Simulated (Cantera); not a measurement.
Input: 1 mol Fe, 0.48 mol H2S, 19 mol N2, equilibrated at 1175 °C and 4.50 Torr.

Cantera equilibrium calculation (NASA polynomials, part measured and part estimated; ideal gas, pure solids and liquids). Candidate condensed phases: Fe, FeS, FeS2, S; 16 gas species. Metal and sulfide melt together well below either melting point, which pure phases cannot show. Mutual solubility and eutectic melting of coexisting phases are not modelled. FeS: taken at fixed stoichiometry. Kinetics and transport are ignored.

Base state: N2 0.974, H2 0.0242, S2 0.00131, H2S 0.000320, SH 7.37e-5, H 1.86e-5, S 1.02e-5 (mole fractions); condensed: Fe(γ) + FeS(s).

Question: What changes in the equilibrium state with this change: temperature from 1175 °C to 1050 °C?

Answer: 
```
species        before     after
-----------  --------  --------
N2              0.974     0.975
H2             0.0242    0.0244
H2S          0.000320  0.000193
S2            0.00131  0.000113
S             1.02e-5   5.45e-7
SH            7.37e-5   1.21e-5
H             1.86e-5   3.20e-6
Fe(γ), mol      0.579     0.528
FeS(s), mol     0.421     0.472
```

Question: What changes in the equilibrium state with this change: temperature from 1175 °C to 1127 °C?

Answer: 
```
species        before     after
-----------  --------  --------
N2              0.974     0.975
H2             0.0242    0.0243
S2            0.00131  0.000539
S             1.02e-5   3.52e-6
SH            7.37e-5   3.83e-5
H             1.86e-5   9.80e-6
H2S          0.000320  0.000267
Fe(γ), mol      0.579     0.547
FeS(s), mol     0.421     0.453
```
